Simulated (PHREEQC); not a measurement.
Solution (70 °C): 0.0036 mol/kgw CdCl2, 0.1 mol/kgw Na2SO4 and 0.045 mol/kgw H2SO4. Closed to the air; pH follows from the charge balance.

The numbers come from PHREEQC with the ion-association model, wateq4f.dat.

- pH = 1.88
- ionic strength = 0.260 mol/kgw
- activity of water = 0.994
- total alkalinity = -90.0 meq/kg

| species | molality | activity | log γ |
|---|---|---|---|
| Na+ | 0.185 | 0.131 | -0.149 |
| HSO4- | 0.0731 | 0.0505 | -0.161 |
| SO4-2 | 0.0540 | 0.0128 | -0.623 |
| H+ | 0.0169 | 0.0131 | -0.112 |
| NaSO4- | 0.0152 | 0.0108 | -0.148 |
| Cl- | 0.00696 | 0.00466 | -0.174 |
| CdSO4 | 0.00146 | 0.00155 | 0.026 |
| Cd+2 | 0.00125 | 0.000329 | -0.580 |
| Cd(SO4)2-2 | 0.000653 | 0.000172 | -0.580 |
| CdCl+ | 0.000233 | 0.000167 | -0.145 |
| CdCl2 | 3.53e-6 | 3.75e-6 | 0.026 |
| CdCl3- | 2.77e-8 | 1.99e-8 | -0.145 |

This is a speciation only: nothing precipitates in the calculation. Away from 25 °C the constants follow the database's enthalpies or fits; those with neither stay at their 25 °C values.
